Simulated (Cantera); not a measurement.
A closed system holds: 1 mol Al, 0.018 mol HCl, a varied amount of N2, equilibrated at 1098.15 K and 0.430 bar.

Method: chemical equilibrium by Gibbs-energy minimisation in Cantera with the NASA 1993 tables (ideal gas, pure condensed phases). Candidate condensed phases: Al, AlCl3, AlN, NH4Cl; 20 gas species. Mutual solubility and eutectic melting of coexisting phases are not modelled. The tables' values for AlCl2 are old estimates; treat these amounts as uncertain. Equilibrium is a limit: real reactors are often held back by kinetics, nucleation or transport.

x: gas mole fraction; n: condensed amount in mol.

| n(N2) (mol) | x N2 | x H2 | x AlCl3 | x HCl | x AlCl | x AlCl2 | x Al2Cl6 | n Al(l) | n AlN(s) |
|---|---|---|---|---|---|---|---|---|---|
| 0.046 | <1e-12 | 0.587 | 0.371 | 0.000183 | 0.0274 | 0.0127 | 0.00172 | 0.902 | (withheld) |
| 0.07 | <1e-12 | 0.587 | 0.371 | 0.000183 | 0.0274 | 0.0127 | 0.00172 | 0.854 | (withheld) |
| 0.11 | <1e-12 | 0.587 | 0.371 | 0.000183 | 0.0274 | 0.0127 | 0.00172 | 0.774 | (withheld) |
| 0.16 | <1e-12 | 0.587 | 0.371 | 0.000183 | 0.0274 | 0.0127 | 0.00172 | 0.674 | (withheld) |
| 0.24 | <1e-12 | 0.587 | 0.371 | 0.000183 | 0.0274 | 0.0127 | 0.00172 | 0.514 | (withheld) |
| 0.36 | <1e-12 | 0.587 | 0.371 | 0.000183 | 0.0274 | 0.0127 | 0.00172 | 0.274 | (withheld) |
| 0.55 | 0.770 | 0.105 | 0.0697 | 0.0552 | 1.01e-8 | 3.35e-6 | 6.08e-5 | 0 | 0.995 |
| 0.83 | 0.955 | 0.0190 | 0.0126 | 0.0138 | 5.33e-9 | 1.03e-6 | 2.00e-6 | 0 | 0.996 |
| 1.3 | 0.981 | 0.00773 | 0.00515 | 0.00655 | 3.92e-9 | 5.66e-7 | 3.32e-7 | 0 | 0.996 |

Question: Complete the blanks.

Answer: 
- 0.046, n AlN(s): 0.0920
- 0.07, n AlN(s): 0.140
- 0.11, n AlN(s): 0.220
- 0.16, n AlN(s): 0.320
- 0.24, n AlN(s): 0.480
- 0.36, n AlN(s): 0.720
